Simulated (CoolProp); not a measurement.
Aqueous magnesium chloride as a coolant, at 17 °C, 1 atm.

Model: Melinder's fits for secondary coolants, in CoolProp.

```csv
mass %,freezing point (°C),density (kg/m³),Prandtl number,viscosity (mPa s),cp (kJ/(kg K))
2.5,-1.5,1020,8.51,1.24,4.037
5.4,-3.3,1044,8.77,1.32,3.867
8.3,-6.1,[?],9.51,1.48,3.700
11.2,-10.1,1095,10.9,1.75,3.537
14,-14.9,[?],12.4,2.06,3.389
16.9,-20.8,1147,[?],2.34,3.245
19.8,-28.1,1174,[?],2.79,3.111
22.7,[?],1204,25.8,4.63,[?]
```

Problem. Complete the blanks.

Solution. 
- 8.3, density (kg/m³): 1069
- 14, density (kg/m³): 1120
- 16.9, Prandtl number: 13.8
- 19.8, Prandtl number: 15.9
- 22.7, freezing point (°C): -38.3
- 22.7, cp (kJ/(kg K)): 2.980
